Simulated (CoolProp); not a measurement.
Vapour-liquid equilibrium of ammonia (1) + benzene (2) at 342 K; x and y are mole fractions of (1).

Model: multi-fluid Helmholtz-energy mixture model, Gao 2020 and Thol 2012; pair parameters Bell 2016, in CoolProp.

```csv
x,bubble pressure (MPa),y at the bubble point,dew pressure at overall composition x (MPa),liquid density (mol/L)
0.05,0.3642,0.801,0.07457,10.97
0.125,0.7835,0.906,0.08109,11.61
0.2,1.154,0.935,0.08885,12.32
0.275,1.461,0.948,0.09820,13.09
0.35,1.705,0.956,0.1097,13.96
0.425,1.896,0.960,0.1242,14.92
0.5,2.049,0.964,0.1430,16.02
0.575,2.182,0.967,0.1685,17.27
0.65,2.309,0.970,0.2051,18.72
0.725,2.448,0.974,0.2617,20.44
0.8,2.610,0.979,0.3618,22.51
0.875,2.806,0.985,0.5857,25.07
0.95,3.043,0.993,1.517,28.32
```

No azeotrope shows between x = 0.05 and 0.95.

Pair parameters are fitted to limited data, so mixtures are less certain than the pure fluids. The gap from Raoult's law changes sign with composition, which may be real or a fault of the pair parameters; it wasn't checked against measurements. With so large a gap from Raoult's law the liquid may split in two, which this calculation doesn't test in full.
